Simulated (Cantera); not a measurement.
An adiabatic, constant-volume homogeneous reactor starts with CH₄ : O₂ : N₂ = 1 : 1.67 : 6.27 (molar parts), at 1575 K and 750 Torr. Integrator tolerance rtol = 1e-08.

Cantera simulation using GRI-Mech 3.0 (53 species, 325 reactions); the numbers are that mechanism's predictions, not measurements.

**Question.** What does this change do: 0.66 parts H2O added?

**Answer.** 
| quantity | before | after |
|---|---|---|
| time of steepest temperature rise | 0.583 ms | 0.661 ms |
| temperature at 7.00 s | 2953 K | 2875 K |
| equilibrium temperature | 2953 K | 2875 K |
| x(CH₄) at 7.00 s | <1e-12 (gas-phase equilibrium <1e-12) | <1e-12 (gas-phase equilibrium <1e-12) |
| x(O₂) at 7.00 s | 0.0104 (gas-phase equilibrium 0.0104) | 0.00976 (gas-phase equilibrium 0.00976) |
| x(HCN) at 7.00 s | 1.19e-8 (gas-phase equilibrium 1.19e-8) | 7.83e-9 (gas-phase equilibrium 7.83e-9) |
| x(NO) at 7.00 s | 0.00907 (gas-phase equilibrium 0.00907) | 0.00772 (gas-phase equilibrium 0.00772) |
| x(O) at 7.00 s | 0.00691 (gas-phase equilibrium 0.00691) | 0.00514 (gas-phase equilibrium 0.00514) |
| x(CH₂O) at 7.00 s | 2.17e-9 (gas-phase equilibrium 2.17e-9) | 1.91e-9 (gas-phase equilibrium 1.91e-9) |

**Question.** What does this change do: 0.078 parts C2H6 added?

**Answer.** 
```
quantity                                                            before                                    after
---------------------------------  ---------------------------------------  ---------------------------------------
time of steepest temperature rise                                 0.583 ms                                 0.173 ms
temperature at 7.00 s                                               2953 K                                   2958 K
equilibrium temperature                                             2953 K                                   2958 K
x(CH₄) at 7.00 s                     <1e-12 (gas-phase equilibrium <1e-12)    <1e-12 (gas-phase equilibrium <1e-12)
x(O₂) at 7.00 s                      0.0104 (gas-phase equilibrium 0.0104)  0.00514 (gas-phase equilibrium 0.00514)
x(HCN) at 7.00 s                   1.19e-8 (gas-phase equilibrium 1.19e-8)  2.56e-8 (gas-phase equilibrium 2.56e-8)
x(NO) at 7.00 s                    0.00907 (gas-phase equilibrium 0.00907)  0.00634 (gas-phase equilibrium 0.00634)
x(O) at 7.00 s                     0.00691 (gas-phase equilibrium 0.00691)  0.00490 (gas-phase equilibrium 0.00490)
x(CH₂O) at 7.00 s                  2.17e-9 (gas-phase equilibrium 2.17e-9)  3.97e-9 (gas-phase equilibrium 3.97e-9)
```
